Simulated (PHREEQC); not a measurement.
Synthetic water in mg/kgw, 25 °C, pH 3.9, pe 11.9:

```tsv
constituent	mg/kgw
Na	36.4
K	40.1
Ca	50.4
Mg	20
Cl	18.6
S(6) as SO4	296
Cd	0.282
O(0) (dissolved oxygen)	0.173
Mn(2)	0.102
```

Valence states are taken as typed.

Equilibrium calculation in PHREEQC: ion-association model, wateq4f.dat.

Each row changes one thing in this solution. Precipitation was switched off in this run.

```tsv
case	ionic strength (mol/kgw)	Cd+2 (mol/kgw)	CdSO4 (mol/kgw)	CdCl+ (mol/kgw)	Cd(SO4)2-2 (mol/kgw)	CdCl2 (mol/kgw)	SI of Gypsum (CaSO4:2H2O)	SI of Halite (NaCl)
as made	0.0102	1.83e-6	6.03e-7	6.02e-8	1.75e-8	1.06e-10	-1.34	-7.76
temperature from 25 to 20 °C at the same typed pH	0.0103	1.84e-6	5.95e-7	5.96e-8	1.80e-8	1.04e-10	-1.34	-7.75
Cd from 0.282 to 0.846 mg/kgw	0.0102	5.49e-6	1.81e-6	1.81e-7	5.25e-8	3.19e-10	-1.35	-7.76
Cd from 0.282 to 0.564 mg/kgw	0.0102	3.66e-6	1.21e-6	1.21e-7	3.50e-8	2.13e-10	-1.34	-7.76
```
